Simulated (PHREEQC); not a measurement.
Dissolve 0.23 mol/kgw H2SO4, 0.17 mol/kgw Fe(NO3)3 and 0.096 mol/kgw KH2PO4 at 56 °C. Closed to the air; pH follows from the charge balance.

Model: ion-association model, wateq4f.dat, run in PHREEQC.

```json
[
 {"quantity": "pH", "before": "0.69", "after": "0.88"},
 {"quantity": "ionic strength (mol/kgw)", "before": "0.849", "after": "0.453"},
 {"quantity": "HSO4- (mol/kgw)", "before": "0.142", "after": "0.194"},
 {"quantity": "SO4-2 (mol/kgw)", "before": "0.0138", "after": "0.0236"}
]
```

Q: What was changed between the two runs?
A. Fe(NO3)3 left out
B. Fe(NO3)3 from 0.17 to 0.187 mol/kgw
C. KH2PO4 left out
D. KH2PO4 from 0.096 to 0.192 mol/kgw
E. Fe(NO3)3 replaced by KNO3 at the same molality

A: E, Fe(NO3)3 replaced by KNO3 at the same molality

This is a speciation only: nothing precipitates in the calculation. The ionic strength passes 0.7 mol/kgw, the rough limit of the ion-association models, in before. Some of these states are supersaturated (in Strengite, Hematite (slow to form), for instance). H3PO4, which wateq4f.dat lacks, is added to it with the constant of phreeqc.dat. Constants without temperature data keep their 25 °C values here.
